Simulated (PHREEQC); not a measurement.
# Copper plating or etch bath (model solution)

Consider water at 25 °C with 0.12 mol Cu(NO3)2, 0.06 mol HCl and 0.029 mol H3BO3 per kg of water. Closed to the air; pH follows from the charge balance.

Model: ion-association model, wateq4f.dat, run in PHREEQC.

Each row changes one thing in this solution. This is a speciation only: nothing precipitates in the calculation.

```csv
case,pH,ionic strength (mol/kgw),Cu+2 (mol/kgw),CuOH+ (mol/kgw),H2BO3- (mol/kgw),Cu2(OH)2+2 (mol/kgw),SI of Tenorite (CuO),SI of Cu(OH)2 (Cu(OH)2)
as made,1.33,0.411,0.115,9.84e-9,6.49e-10,6.57e-11,-6.47,-7.49
temperature from 25 to 80 °C,1.34,0.375,0.0975,7.89e-9,1.59e-9,(withheld),-4.83,-5.85
0.0061 mol/kgw NaF added,1.37,0.412,0.115,1.07e-8,6.80e-10,(withheld),-6.40,-7.42
H3BO3 replaced by HBF4 at the same molality,1.17,0.438,0.115,6.72e-9,3.48e-11,(withheld),-6.80,-7.82
diluted 5-fold with water,2.00,0.0834,0.0237,1.28e-8,4.48e-10,(withheld),-5.62,-6.64
HCl left out,4.18,0.360,0.120,7.40e-6,4.43e-7,3.82e-5,-0.74,-1.76
```

### Question
What belongs in the gaps?

### Answer

- temperature from 25 to 80 °C, Cu2(OH)2+2 (mol/kgw): 4.62e-9
- 0.0061 mol/kgw NaF added, Cu2(OH)2+2 (mol/kgw): 7.78e-11
- H3BO3 replaced by HBF4 at the same molality, Cu2(OH)2+2 (mol/kgw): 3.02e-11
- diluted 5-fold with water, Cu2(OH)2+2 (mol/kgw): 1.11e-10

Away from 25 °C the constants follow the database's enthalpies or fits; those with neither stay at their 25 °C values. Real BF4- forms and hydrolyses slowly; the run takes it at equilibrium.
